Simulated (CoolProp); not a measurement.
The numbers come from the reference Helmholtz-energy equation of state, Akasaka 2023 in CoolProp.

Give the vapour pressure (MPa), liquid density (kg/m³), enthalpy of vaporisation (kJ/kg), liquid cp (kJ/(kg K)) of saturated R1224YDZ at -13.05, -8.55, 32.15 °C.


```json
[
 {"T (°C)": "-13.05", "p (MPa)": "0.0300", "liquid density (kg/m³)": "1460", "enthalpy of vaporisation (kJ/kg)": "182", "liquid cp (kJ/(kg K))": "1.08"},
 {"T (°C)": "-8.55", "p (MPa)": "0.0373", "liquid density (kg/m³)": "1450", "enthalpy of vaporisation (kJ/kg)": "180", "liquid cp (kJ/(kg K))": "1.09"},
 {"T (°C)": "32.15", "p (MPa)": "0.189", "liquid density (kg/m³)": "1340", "enthalpy of vaporisation (kJ/kg)": "161", "liquid cp (kJ/(kg K))": "1.16"}
]
```
